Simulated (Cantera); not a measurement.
Input (Python, Cantera):

```python
import numpy as np
import cantera as ct

gas = ct.Solution("gri30.yaml")
gas.TPX = 1850, 1200, {'NO': 1, 'N2': 6.8}
reactor = ct.IdealGasConstPressureReactor(gas, energy="off", clone=False)
net = ct.ReactorNet([reactor])
net.rtol, net.atol = 1e-08, 1e-18
show = ['NO', 'O', 'NO2', 'N2O', 'N2', 'O2']
times = np.geomspace(2e-06, 90, 9)

steps = ct.SolutionArray(gas, extra=["t"])
rows = []
print(f"{'t/s':>10s}{'T/K':>9s}{'P/Pa':>11s}" + "".join(f"{s:>11s}" for s in show))
for t in times:
    while net.time < t:
        t_next = net.step()
        steps.append(gas.state, t=t_next)
    rows.append([np.interp(t, steps.t, y) for y in (steps.T, steps.P, *steps(*show).X.T)])
    print(f"{t:10.3e}{rows[-1][0]:9.1f}{rows[-1][1]:11.4g}" + "".join(f"{x:11.3e}" for x in rows[-1][2:]))
rate = np.gradient(steps.T, steps.t)
print("integrator steps:", len(steps.t))
if steps.T.max() > steps.T[0] + 200:
    print(f"time of steepest temperature rise: {steps.t[rate.argmax()]:.4e} s")
gas.TPX = 1850, 1200, {'NO': 1, 'N2': 6.8}
gas.equilibrate("TP")
print(f"equilibrium (TP): T = {gas.T:.1f} K  " + "  ".join(f"{s} {gas[s].X[0]:.3e}" for s in show))
```

It prints:

```
       t/s      T/K       P/Pa         NO          O        NO2        N2O         N2         O2
 2.000e-06   1850.0       1200  1.282e-01  1.412e-10  3.058e-16  1.412e-10  8.718e-01  1.592e-16
 1.810e-05   1850.0       1200  1.282e-01  1.278e-09  2.374e-14  1.278e-09  8.718e-01  1.236e-14
 1.638e-04   1850.0       1200  1.282e-01  1.157e-08  1.968e-12  1.155e-08  8.718e-01  1.027e-12
 1.482e-03   1850.0       1200  1.282e-01  1.053e-07  1.561e-10  1.039e-07  8.718e-01  8.338e-11
 1.342e-02   1850.0       1200  1.282e-01  9.976e-07  1.081e-08  8.855e-07  8.718e-01  7.040e-09
 1.214e-01   1850.0       1200  1.282e-01  1.172e-05  3.594e-07  4.915e-06  8.718e-01  7.628e-07
 1.099e+00   1850.0       1200  1.279e-01  8.093e-05  2.142e-06  6.458e-06  8.719e-01  8.922e-05
 9.945e+00   1850.0       1200  1.249e-01  1.148e-04  3.248e-06  5.957e-06  8.734e-01  1.603e-03
 9.000e+01   1850.0       1200  9.016e-02  2.591e-04  6.613e-06  2.763e-06  8.907e-01  1.888e-02
integrator steps: 497
equilibrium (TP): T = 1850.0 K  NO 2.922e-03  O 4.424e-04  NO2 3.948e-07  N2O 1.990e-08  N2 9.342e-01  O2 6.241e-02
```

Model: GRI-Mech 3.0 (53 species, 325 reactions), integrated in Cantera. Radical loss at walls, strong at low pressure, is not modelled.
